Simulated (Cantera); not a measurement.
An isothermal, constant-pressure homogeneous reactor starts with 6.25 % C₂H₆, 93.8 % H₂, at 1450 K and 10.5 Torr.

Model: GRI-Mech 3.0 (53 species, 325 reactions), integrated in Cantera. GRI-Mech 3.0 stops at C3 and has no aromatics, soot or wall deposition, so with more carbon than oxygen in the feed, carbon stays in small species such as C2H2 where larger ones or solid carbon would form. Radical loss at walls, strong at low pressure, is not modelled.

x: mole fraction; the columns are a selection and need not sum to one.

```json
[
 {"t (s)": "3.00e-6", "x C₂H₆": "0.0625", "x H₂": "0.937", "x C₂H₂": "<1e-12", "x C₂H₄": "5.22e-10", "x H": "[?]"},
 {"t (s)": "9.49e-6", "x C₂H₆": "0.0625", "x H₂": "0.937", "x C₂H₂": "<1e-12", "x C₂H₄": "2.44e-8", "x H": "[?]"},
 {"t (s)": "3.00e-5", "x C₂H₆": "0.0624", "x H₂": "0.937", "x C₂H₂": "7.43e-12", "x C₂H₄": "1.43e-6", "x H": "[?]"},
 {"t (s)": "9.49e-5", "x C₂H₆": "0.0621", "x H₂": "0.937", "x C₂H₂": "3.63e-9", "x C₂H₄": "6.13e-5", "x H": "[?]"},
 {"t (s)": "0.000300", "x C₂H₆": "0.0597", "x H₂": "0.936", "x C₂H₂": "1.30e-6", "x C₂H₄": "0.00123", "x H": "[?]"},
 {"t (s)": "0.000949", "x C₂H₆": "0.0445", "x H₂": "0.930", "x C₂H₂": "0.000117", "x C₂H₄": "0.00928", "x H": "[?]"},
 {"t (s)": "0.00300", "x C₂H₆": "0.00612", "x H₂": "0.910", "x C₂H₂": "0.00315", "x C₂H₄": "0.0228", "x H": "[?]"},
 {"t (s)": "0.00949", "x C₂H₆": "0.000110", "x H₂": "0.908", "x C₂H₂": "0.0107", "x C₂H₄": "0.0178", "x H": "[?]"},
 {"t (s)": "0.0300", "x C₂H₆": "1.71e-5", "x H₂": "0.909", "x C₂H₂": "0.0160", "x C₂H₄": "0.0125", "x H": "[?]"},
 {"t (s)": "0.0949", "x C₂H₆": "5.39e-6", "x H₂": "0.910", "x C₂H₂": "0.0205", "x C₂H₄": "0.00796", "x H": "[?]"},
 {"t (s)": "0.300", "x C₂H₆": "2.69e-6", "x H₂": "0.910", "x C₂H₂": "0.0249", "x C₂H₄": "0.00355", "x H": "[?]"},
 {"t (s)": "0.949", "x C₂H₆": "2.87e-6", "x H₂": "0.910", "x C₂H₂": "0.0280", "x C₂H₄": "0.000489", "x H": "5.27e-5"},
 {"t (s)": "3.00", "x C₂H₆": "2.89e-6", "x H₂": "0.911", "x C₂H₂": "0.0288", "x C₂H₄": "0.000242", "x H": "5.47e-5"},
 {"t (s)": "9.49", "x C₂H₆": "2.59e-6", "x H₂": "0.913", "x C₂H₂": "0.0305", "x C₂H₄": "0.000246", "x H": "5.57e-5"},
 {"t (s)": "30.0", "x C₂H₆": "1.88e-6", "x H₂": "0.919", "x C₂H₂": "0.0348", "x C₂H₄": "0.000256", "x H": "5.85e-5"}
]
```

Fill in the missing entries.


- 3.00e-6, x H: 2.25e-7
- 9.49e-6, x H: 1.92e-6
- 3.00e-5, x H: 1.34e-5
- 9.49e-5, x H: 6.97e-5
- 0.000300, x H: 0.000245
- 0.000949, x H: 0.000625
- 0.00300, x H: 0.00120
- 0.00949, x H: 0.000451
- 0.0300, x H: 0.000155
- 0.0949, x H: 6.73e-5
- 0.300, x H: 4.62e-5
